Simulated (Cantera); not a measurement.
A diamond (100) surface in a fixed gas of H2 with x(CH4) = 0.029, x(CH3) = 5.5e-05, at 1400 K, 7.50 Torr; coverages are run to steady state.

Model: the Harris–Goodwin 1993 mechanism for the reconstructed diamond (100) surface, integrated in Cantera.

θ: site fractions in the mechanism's names (c6HH fully hydrogenated, c6H* and c6*H radical sites, c6** diradical, c6HM methylated).

| x(H) | growth (µm/h) | θ c6HH | θ c6H* | θ c6*H | θ c6** |
|---|---|---|---|---|---|
| 0.0001 | (withheld) | 0.698 | 0.0294 | 0.270 | 0.00345 |
| 0.00021 | (withheld) | 0.581 | 0.0404 | 0.370 | 0.00882 |
| 0.00042 | (withheld) | 0.486 | 0.0489 | 0.447 | 0.0178 |
| 0.00087 | (withheld) | 0.415 | 0.0546 | 0.500 | 0.0307 |
| 0.0018 | (withheld) | 0.372 | 0.0575 | 0.527 | 0.0438 |
| 0.0037 | (withheld) | 0.348 | 0.0589 | 0.539 | 0.0540 |
| 0.0076 | (withheld) | 0.335 | 0.0595 | 0.544 | 0.0607 |
| 0.016 | (withheld) | 0.329 | 0.0598 | 0.547 | 0.0645 |
| 0.032 | (withheld) | 0.326 | 0.0599 | 0.548 | 0.0665 |

**Question.** What belongs in the gaps?

**Answer.** 
- 0.0001, growth (µm/h): 0.000107
- 0.00021, growth (µm/h): 0.000564
- 0.00042, growth (µm/h): 0.00222
- 0.00087, growth (µm/h): 0.00745
- 0.0018, growth (µm/h): 0.0197
- 0.0037, growth (µm/h): 0.0413
- 0.0076, growth (µm/h): 0.0706
- 0.016, growth (µm/h): 0.103
- 0.032, growth (µm/h): 0.131
